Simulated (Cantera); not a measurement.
Charge: 1 mol c-C4F8, 2.7 mol H2, 0.095 mol HCl, held at 0.100 bar.

These are equilibrium values from Cantera (NASA tables, ideal gas, pure condensed phases), not measurements of a reactor. Candidate condensed phases: C, C6H6, C7H8, C8H18; 135 gas species. Ions and electrons are included (thermal ionisation). The feed counts by its element totals alone. Equilibrium is a limit: real reactors are often held back by kinetics, nucleation or transport.

**Question.** What share of the C ends up in condensed phases as a function of T (K), at 3000, 3500, 4000, 4500, 5000?

**Answer.** 
```json
[
 {"T (K)": "3000", "C condensed (%)": "86.2", "as": "C(graphite)"},
 {"T (K)": "3500", "C condensed (%)": "0.0", "as": "-"},
 {"T (K)": "4000", "C condensed (%)": "0.0", "as": "-"},
 {"T (K)": "4500", "C condensed (%)": "0.0", "as": "-"},
 {"T (K)": "5000", "C condensed (%)": "0.0", "as": "-"}
]
```
